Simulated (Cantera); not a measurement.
A Cantera script and its output.

```python
import numpy as np
import cantera as ct

gas = ct.Solution("gri30.yaml")


def delay(T, t_max=10):
    gas.TPX = T, 66000, {'CO': 1, 'H2': 0.95, 'O2': 1.55, 'N2': 5.82, 'CO2': 0.2}
    reactor = ct.IdealGasReactor(gas, clone=False)
    net = ct.ReactorNet([reactor])
    net.rtol, net.atol = 1e-8, 1e-16
    while net.time < t_max:
        t_old, T_old = net.time, reactor.T
        net.step()
        if reactor.T > T + 400:  # ignition: a rise of 400 K
            return t_old + (T + 400 - T_old) / (reactor.T - T_old) * (net.time - t_old)
    return np.nan


taus = []
for T in [1300, 1375, 1450, 1525, 1600]:
    taus.append(delay(T))
    print(f"T0 = {T:6g} K   tau = {taus[-1]:.4e} s")

# d ln(tau) / d ln(k), from doubling and halving each rate constant
T, sens = 1525, []
for i in range(gas.n_reactions):
    gas.set_multiplier(2.0, i)
    up = delay(T)
    gas.set_multiplier(0.5, i)
    down = delay(T)
    gas.set_multiplier(1.0, i)
    sens.append((np.log(up / down) / np.log(4.0), gas.reaction(i).equation))
sens.sort(key=lambda x: -abs(x[0]))
print(f"sensitivities at {T} K")
for s, eq in sens[:10]:
    print(f"{s:8.3f}  {eq}")
```

Output:

```
T0 =   1300 K   tau = 6.8483e-05 s
T0 =   1375 K   tau = 5.8663e-05 s
T0 =   1450 K   tau = 5.3605e-05 s
T0 =   1525 K   tau = 5.1779e-05 s
T0 =   1600 K   tau = 5.2431e-05 s
sensitivities at 1525 K
  -0.219  H + O2 <=> O + OH
  -0.158  H + O2 + H2O <=> HO2 + H2O
  -0.118  H2 + O <=> H + OH
  -0.105  H + O2 + N2 <=> HO2 + N2
  -0.087  CO + OH <=> CO2 + H
  -0.074  H + OH + M <=> H2O + M
  -0.071  H + O2 + M <=> HO2 + M
  -0.055  H2 + OH <=> H + H2O
  -0.023  H + HO2 <=> H2 + O2
  -0.022  CO + O (+M) <=> CO2 (+M)
```

Model: GRI-Mech 3.0 (53 species, 325 reactions), integrated in Cantera. Where the delays flatten at high temperature, the 400 K rule measures the pace of heat release, not the induction time.
